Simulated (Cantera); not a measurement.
Mixture: CO : H2 : O2 : N2 = 1 : 0.15 : 0.575 : 3.91 (molar parts), at 1130 Torr, adiabatic and at constant pressure. Ignition delay is the time to a rise of 400 K.

Cantera simulation using GRI-Mech 3.0 (53 species, 325 reactions); the numbers are that mechanism's predictions, not measurements. Where the delays flatten at high temperature, the 400 K rule measures the pace of heat release, not the induction time.

Problem. What does this change do: N2 3.91 to 2.9 parts?

Solution. 
```csv
quantity,before,after
delay at 1275 K,91.0 µs,67.5 µs
delay at 1375 K,74.0 µs,53.3 µs
delay at 1475 K,67.2 µs,46.8 µs
delay at 1575 K,66.5 µs,44.6 µs
delay at 1675 K,70.0 µs,45.5 µs
delay at 1775 K,76.6 µs,48.5 µs
delay at 1875 K,85.6 µs,53.2 µs
```

Problem. What does this change do: 0.05 parts CO2 added?

Solution. 
```json
[
 {"quantity": "delay at 1275 K", "before": "91.0 µs", "after": "92.8 µs"},
 {"quantity": "delay at 1375 K", "before": "74.0 µs", "after": "75.8 µs"},
 {"quantity": "delay at 1475 K", "before": "67.2 µs", "after": "69.3 µs"},
 {"quantity": "delay at 1575 K", "before": "66.5 µs", "after": "68.9 µs"},
 {"quantity": "delay at 1675 K", "before": "70.0 µs", "after": "72.9 µs"},
 {"quantity": "delay at 1775 K", "before": "76.6 µs", "after": "80.2 µs"},
 {"quantity": "delay at 1875 K", "before": "85.6 µs", "after": "90.1 µs"}
]
```

Problem. What does this change do: constant volume in place of constant pressure?

Solution. 
```csv
quantity,before,after
delay at 1275 K,91.0 µs,75.1 µs
delay at 1375 K,74.0 µs,58.3 µs
delay at 1475 K,67.2 µs,50.3 µs
delay at 1575 K,66.5 µs,47.2 µs
delay at 1675 K,70.0 µs,47.4 µs
delay at 1775 K,76.6 µs,50.2 µs
delay at 1875 K,85.6 µs,55.0 µs
```
